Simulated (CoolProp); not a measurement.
Properties of vinyl chloride along the isotherm 156.85 °C.

The numbers come from the reference Helmholtz-energy equation of state, Thol 2022 in CoolProp.

```csv
p (bar),phase,cv (kJ/(kg K)),speed of sound (m/s),Joule-Thomson coefficient (K/MPa),expansivity (1/kK),fugacity coefficient
35,gas,1.027,209.3,12.53,5.772,0.8070
70,supercritical,1.131,239.1,3.567,18.45,0.5863
105,supercritical,1.088,364.5,1.239,6.237,0.4342
140,supercritical,1.078,437.9,0.6647,4.293,0.3583
175,supercritical,1.074,494.1,0.3776,3.415,0.3138
210,supercritical,1.073,540.7,0.2011,2.899,0.2854
245,supercritical,1.073,581.1,0.08047,2.554,0.2664
280,supercritical,1.074,617.0,-0.007600,2.304,0.2533
315,supercritical,1.075,649.5,-0.07487,2.113,0.2444
350,supercritical,1.077,679.3,-0.1280,1.962,0.2383
385,supercritical,1.078,707.0,-0.1709,1.838,0.2345
420,supercritical,1.080,732.9,-0.2064,1.735,0.2324
455,supercritical,1.082,757.2,-0.2362,1.647,0.2318
490,supercritical,1.083,780.2,-0.2616,1.572,0.2323
525,supercritical,1.085,802.1,-0.2833,1.506,0.2338
560,supercritical,1.087,823.0,-0.3023,1.447,0.2363
```
